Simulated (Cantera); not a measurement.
Charge: 1 mol SiH4, 0.77 mol C2H4, 46 mol H2, held at 1250 K and 0.130 bar.

These are equilibrium values from Cantera (NASA tables, ideal gas, pure condensed phases), not measurements of a reactor. Candidate condensed phases: C, C6H6, C7H8, C8H18, Si, SiC; 87 gas species. Kinetics and transport are ignored.

Base state: H2 0.999, CH4 0.00143 (mole fractions); condensed: C(graphite) + SiC(s).

Task: What changes in the equilibrium state with this change: pressure from 0.130 bar to 0.210 bar?

Result: 
| species | before | after |
|---|---|---|
| H2 | 0.999 | 0.998 |
| CH4 | 0.00143 | 0.00230 |
| C(graphite), mol | 0.469 | 0.426 |
| SiC(s), mol | 1.00 | 1.00 |
